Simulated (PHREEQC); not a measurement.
# Copper plating or etch bath: speciation

Solution (25 °C): 170 mmol/kgw CuSO4 and 6 mmol/kgw FeCl3. It is in equilibrium with CO2 at log p = 0 (atm). Otherwise closed; pH follows from the charge balance.

Model: ion-association model, wateq4f.dat, run in PHREEQC.

Precipitation was switched off in this run.

Question: Predict the pH, ionic strength.

Answer: pH 3.33; ionic strength 0.343 mol/kgw.

Question: In which forms is S present?

Answer: CuSO4 49 %, SO4-2 46 %, FeSO4+ 2.0 %, Fe(SO4)2- 1.6 %, HSO4- 0.7 % of the S.

The solution is supersaturated, for example in Fe(OH)3(a), Hematite (slow to form), so a real one may precipitate; this is no full list.
